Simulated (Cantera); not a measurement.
Input: 1 mol CH3SiCl3, 0.015 mol C2H2, 37 mol H2, equilibrated at 1702 °C and 0.00280 bar.

Cantera equilibrium calculation (NASA polynomials, part measured and part estimated; ideal gas, pure solids and liquids). Candidate condensed phases: C, C6H6, C7H8, C8H18, Si, SiC; 109 gas species. The feed counts by its element totals alone. The tables' values for SiCl are old estimates; treat these amounts as uncertain. The numbers say what is thermodynamically allowed, not how fast it happens.

Base state: H2 0.901, HCl 0.0710, H 0.0245, Cl 0.00145, SiCl2 0.000690, C2H2 (acetylene) 0.000585, Si 0.000576, SiCl 7.67e-5 (mole fractions); condensed: C(graphite) + SiC(s).

### Question
What changes in the equilibrium state with this change: temperature from 1702 °C to 1150 °C?

### Answer
```csv
species,before,after
H2,0.901,0.925
HCl,0.0710,0.0748
H,0.0245,0.000121
SiCl2,0.000690,9.66e-5
Si,0.000576,2.90e-9
SiC2,2.12e-5,<1e-9
"C(graphite), mol",0.0377,0.0333
"SiC(s), mol",0.942,0.996
```

### Question
What changes in the equilibrium state with this change: temperature from 1702 °C to 2100 °C?

### Answer
```csv
species,before,after
H2,0.901,0.691
H,0.0245,0.219
HCl,0.0710,0.0522
Si,0.000576,0.0172
Cl,0.00145,0.0118
C3,5.30e-9,2.21e-5
C2H,2.74e-7,7.29e-5
SiC2,2.12e-5,0.00303
C4H2,1.52e-7,1.07e-5
"C(graphite), mol",0.0377,0.330
"SiC(s), mol",0.942,0
```
Gases not in the tables: Si2H6 and higher silanes.
